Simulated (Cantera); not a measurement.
Feed: 1 mol SiH4, 4.2 mol CO2, 6.1 mol H2, held at 1725 K and 1.00 bar.

These are equilibrium values from Cantera (NASA tables, ideal gas, pure condensed phases), not measurements of a reactor. Candidate condensed phases: C, C6H6, C7H8, C8H18, H2O, Si, SiC, SiO2; 123 gas species. The tables hold silica as quartz up to 1696 K and as liquid above; real silica turns to tridymite and cristobalite and melts near 1996 K. Gases not in the tables: Si(OH)4. Kinetics and transport are ignored.

Base state: H2 0.506, CO 0.315, H2O 0.152, CO2 0.0268, H 0.000132 (mole fractions); condensed: SiO2(condensed).

Problem. What changes in the equilibrium state with this change: CO2 from 4.2 to 0.35 mol?

Solution. 
| species | before | after |
|---|---|---|
| H2 | 0.506 | 0.981 |
| SiO | 1.58e-6 | 0.0172 |
| CO | 0.315 | 0.00110 |
| H2O | 0.152 | 2.70e-5 |
| CO2 | 0.0268 | 8.62e-9 |
| SiH2 | <1e-9 | 1.69e-5 |
| CH4 | 1.13e-7 | 1.62e-5 |
| H | 0.000132 | 0.000184 |
| SiO2(condensed), mol | 1.000 | 0.274 |
| Si(l), mol | 0 | 0.243 |
| SiC(s), mol | 0 | 0.341 |
Each liquid is taken as pure. Mutual solubility and eutectic melting of coexisting phases are not modelled. Gases not in the tables: Si2H6 and higher silanes.
